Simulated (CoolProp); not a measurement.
n-decane along the isotherm 620 K: fugacity coefficient from the reference equation and from simpler models built on Tc = 617.7 K, pc = 2.101 MPa, ω = 0.488; each cubic takes its own stable root.

Values from CoolProp's reference Helmholtz-energy equation of state, Lemmon 2006. It is a short technical equation, of lower accuracy than the large ones.

```
p (MPa)          phase  reference
-------  -------------  ---------
0.404              gas     0.9332
0.808              gas     0.8675
1.21               gas     0.8027
1.62               gas     0.7362
2.02               gas     0.6684
2.42     supercritical     0.5864
2.83     supercritical     0.5175
3.23     supercritical     0.4668
3.64     supercritical     0.4262
4.04     supercritical     0.3946
4.45     supercritical     0.3682
4.85     supercritical     0.3468
5.25     supercritical     0.3288
```

Problem. How far does each simpler model (Redlich-Kwong, Soave-Redlich-Kwong, Peng-Robinson) lie from the reference over these 13 states: mean and median of the absolute difference, and the worst?

Solution. 
- Redlich-Kwong: mean 4.5 %, median 4.5 %, worst +9.1 % at 620 K and 5.25 MPa
- Soave-Redlich-Kwong: mean 4.8 %, median 5.0 %, worst +9.6 % at 620 K and 5.25 MPa
- Peng-Robinson: mean 1.3 %, median 1.0 %, worst +3.0 % at 620 K and 5.25 MPa
